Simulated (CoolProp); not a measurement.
Properties of acetone along the isotherm 516.3 K.

Computed with CoolProp (reference Helmholtz-energy equation of state, Lemmon 2006). It is a short technical equation, of lower accuracy than the large ones.

| p (kPa) | phase | Z | cp (kJ/(kg K)) | cv (kJ/(kg K)) | speed of sound (m/s) | isothermal compressibility (1/MPa) |
|---|---|---|---|---|---|---|
| 7.42 | gas | 0.9994 | 1.907 | 1.764 | 282.6 | 134.9 |
| 16.9 | gas | 0.9987 | 1.908 | 1.764 | 282.4 | 59.25 |
| 38.4 | gas | 0.9969 | 1.911 | 1.765 | 282.0 | 26.12 |
| 87.5 | gas | 0.9930 | 1.916 | 1.768 | 281.1 | 11.51 |
| 199 | gas | 0.9841 | 1.929 | 1.774 | 279.0 | 5.107 |
| 453 | gas | 0.9634 | 1.960 | 1.788 | 274.1 | 2.293 |
| 1030 | gas | 0.9147 | 2.042 | 1.822 | 262.8 | 1.065 |
| 2350 | gas | 0.7923 | 2.330 | 1.916 | 234.3 | 0.5524 |
